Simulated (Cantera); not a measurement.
Input: 1 mol borazine, 2.9 mol H2, 0.18 mol H2O, equilibrated at 677 °C and 0.133 bar.

Cantera equilibrium calculation (NASA polynomials, part measured and part estimated; ideal gas, pure solids and liquids). Candidate condensed phases: B, BN, B2O3, B3O3H3, H2O; 39 gas species. The feed counts by its element totals alone. Gases not in the tables: H3BO3. Kinetics and transport are ignored.

Task: What is the equilibrium state?

Result: 
```json
{
 "x(H2)": "0.990",
 "x(N2)": "0.00942",
 "x(H2O)": "0.00105",
 "x(NH3)": "1.05e-5",
 "n(BN(s))": "2.88 mol",
 "n(B2O3(l))": "0.0578 mol",
 "gas_amount": "6.138 mol",
 "log10 activity of B(s) (absent)": "-7.74",
 "log10 activity of B3O3H3(s) (absent)": "-14.91"
}
```
